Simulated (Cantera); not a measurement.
Source: NASA polynomial tables (part measured, part estimated), evaluated in Cantera. Values are per mole of reaction as written; species without (g) are pure solids or liquids, kept so even where they would boil at 1 bar.

2 Ba + O2(g) ⇌ 2 BaO, with ΔH° = -1096.2 kJ and ΔS° = -185.7 J/K at 300 K.

How far is the shortcut ΔG° ≈ ΔH°(300 K) − T·ΔS°(300 K) from the full temperature-dependent value at 1923, 2023, 2123, 2223, 2323, 2423 K?


```tsv
T (K)	shortcut (kJ)	full (kJ)	difference (kJ)	difference in log10 K	condensed phases
1923	-739.2	-737.9	-1.3	0.03	Ba(l), BaO(s)
2023	-720.6	-719.0	-1.7	0.04	Ba(l), BaO(s)
2123	-702.1	-700.1	-2.0	0.05	Ba(l), BaO(s)
2223	-683.5	-681.2	-2.3	0.05	Ba(l), BaO(s)
2323	-664.9	-664.3	-0.6	0.01	Ba(l), BaO(l)
2423	-646.4	-650.7	4.3	-0.09	Ba(l), BaO(l)
```
The shortcut ignores heat capacities and the phase changes listed.
